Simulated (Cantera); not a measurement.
A closed system holds: 1 mol Ca(OH)₂, 0.086 mol CO₂, 0.058 mol O₂, at 3.00 bar.

Cantera equilibrium calculation (NASA polynomials, part measured and part estimated; ideal gas, pure solids and liquids). Candidate condensed phases: C, C₆H₆, C₇H₈, C₈H₁₈, Ca, CaCO₃, CaO, Ca(OH)₂, H₂O; 115 gas species. Mutual solubility and eutectic melting of coexisting phases are not modelled. The numbers say what is thermodynamically allowed, not how fast it happens.

x: gas mole fraction; n: condensed amount in mol.

| T (°C) | x H₂O | x O₂ | x CO₂ | x OH | x H₂ | x CO | n CaCO₃(calcite) | n Ca(OH)₂(s) | n CaO(s) |
|---|---|---|---|---|---|---|---|---|---|
| 552 | 0.597 | 0.403 | 0.000233 | 3.99e-9 | <1e-12 | <1e-12 | 0.0860 | 0.914 | 0 |
| 652 | 0.942 | 0.0546 | 0.00345 | 3.93e-8 | ___ | <1e-12 | 0.0823 | 0 | 0.918 |
| 752 | 0.917 | 0.0532 | 0.0302 | 3.02e-7 | ___ | 1.05e-11 | 0.0531 | 0 | 0.947 |
| 852 | 0.874 | 0.0507 | 0.0752 | 1.59e-6 | ___ | 5.11e-10 | 0 | 0 | 1.00 |
| 952 | 0.874 | 0.0507 | 0.0752 | 6.57e-6 | ___ | 5.98e-9 | 0 | 0 | 1.00 |
| 1052 | 0.874 | 0.0507 | 0.0752 | 2.20e-5 | ___ | 4.82e-8 | 0 | 0 | 1.00 |
| 1152 | 0.874 | 0.0507 | 0.0752 | 6.20e-5 | ___ | 2.89e-7 | 0 | 0 | 1.00 |
| 1252 | 0.874 | 0.0507 | 0.0752 | 0.000153 | ___ | 1.36e-6 | 0 | 0 | 1.000 |
| 1352 | 0.874 | 0.0506 | 0.0752 | 0.000336 | ___ | 5.31e-6 | 0 | 0 | 1.000 |
| 1452 | 0.874 | 0.0506 | 0.0751 | 0.000676 | ___ | 1.76e-5 | 0 | 0 | 1.000 |
| 1552 | 0.873 | 0.0505 | 0.0751 | 0.00126 | ___ | 5.13e-5 | 0 | 0 | 1.000 |
| 1652 | 0.872 | 0.0503 | 0.0750 | 0.00219 | ___ | 0.000133 | 0 | 0 | 1.000 |
| 1752 | 0.870 | 0.0502 | 0.0747 | 0.00362 | ___ | 0.000313 | 0 | 0 | 1.000 |

Task: Some entries are withheld; supply them.

Result: 
- 652, x H₂: 1.82e-11
- 752, x H₂: 4.15e-10
- 852, x H₂: 5.40e-9
- 952, x H₂: 4.74e-8
- 1052, x H₂: 3.01e-7
- 1152, x H₂: 1.48e-6
- 1252, x H₂: 5.89e-6
- 1352, x H₂: 1.99e-5
- 1452, x H₂: 5.83e-5
- 1552, x H₂: 0.000152
- 1652, x H₂: 0.000359
- 1752, x H₂: 0.000779
